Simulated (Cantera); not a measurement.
Source: NASA polynomial tables (part measured, part estimated), evaluated in Cantera. Values are per mole of reaction as written; species without (g) are pure solids or liquids, kept so even where they would boil at 1 bar.

a) 2 C + O2(g) = 2 CO(g)
b) Nb + O2(g) = NbO2(g)
c) 1.333 B + O2(g) = 0.6667 B2O3(g)
d) Nb + O2(g) = NbO2
e) 1.143 Ti + O2(g) = 0.2857 Ti4O7
f) Zr + O2(g) = ZrO2(g)
g) 4 Li + O2(g) = 2 Li2O

Question: Order these by ΔG° at 923 K, most negative first.

Answer: g (-954 kJ), e (-807 kJ), d (-626 kJ), c (-535 kJ), a (-387 kJ), f (-311 kJ), b (-226 kJ)
